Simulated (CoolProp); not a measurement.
R404A along the isobar 49 bar: Z from the reference equation and from simpler models built on Tc = 72.1 °C, pc = 37.35 bar, ω = 0.293; each cubic takes its own stable root.

Model: reference Helmholtz-energy equation of state, Lemmon 2003, in CoolProp. It is a pseudo-pure fit of the blend.

```tsv
T (°C)	phase	reference
63.85	liquid	0.1970
76.45	supercritical	0.2245
88.95	supercritical	0.3811
101.45	supercritical	0.5366
114.05	supercritical	0.6221
126.55	supercritical	0.6813
139.05	supercritical	0.7266
151.65	supercritical	0.7632
164.15	supercritical	0.7931
176.75	supercritical	0.8185
189.25	supercritical	0.8399
201.75	supercritical	0.8585
214.35	supercritical	0.8747
226.85	supercritical	0.8889
```

**Question.** How far does each simpler model (Redlich-Kwong, Soave-Redlich-Kwong, Peng-Robinson) lie from the reference over these 14 states: mean and median of the absolute difference, and the worst?

**Answer.** 
- Redlich-Kwong: mean 6.0 %, median 2.8 %, worst +26.2 % at 63.85 °C and 49 bar
- Soave-Redlich-Kwong: mean 8.0 %, median 4.2 %, worst +28.2 % at 76.45 °C and 49 bar
- Peng-Robinson: mean 2.7 %, median 0.2 %, worst +16.7 % at 76.45 °C and 49 bar
